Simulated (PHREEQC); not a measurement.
Dissolve 0.058 mol MnSO4, 0.068 mol CaCl2, 0.00035 mol HCl and 0.016 mol Na2SO4 per kg of water at 25 °C. Closed to the air; pH follows from the charge balance.

All values are PHREEQC results (ion-association model with the Debye-Hückel limiting law, phreeqc.dat), not measurements.

Question: The ionic strength comes out as 0.471 mol/kgw. What activity coefficients do Ca+2, MnCl+, Na+, H+, SO4-2 get?

Answer: Ca+2 0.040, MnCl+ 0.45, Na+ 0.45, H+ 0.45, SO4-2 0.040.

This is a speciation only: nothing precipitates in the calculation.
